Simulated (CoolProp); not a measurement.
A Linde-Hampson liquefier for methane: isothermal reversible compression at 290 K from 1 atm to 40 MPa, throttling to 1 atm, return gas leaving the recuperator 10 K below the feed. Each further row changes one setting.

Model: reference Helmholtz-energy equation of state, Setzmann 1991, in CoolProp.

```json
[
 {"case": "as stated", "liquid yield per pass": "0.249", "compression work (kJ/kg of gas)": "840"},
 {"case": "high pressure 80 MPa", "liquid yield per pass": "0.219", "compression work (kJ/kg of gas)": "976"},
 {"case": "warm-end temperature 320 K", "liquid yield per pass": "(withheld)", "compression work (kJ/kg of gas)": "(withheld)"},
 {"case": "warm-end gap 15 K", "liquid yield per pass": "(withheld)", "compression work (kJ/kg of gas)": "840"}
]
```

Q: Some entries are withheld; supply them.

A: 
- warm-end temperature 320 K, liquid yield per pass: 0.196
- warm-end temperature 320 K, compression work (kJ/kg of gas): 950
- warm-end gap 15 K, liquid yield per pass: 0.239
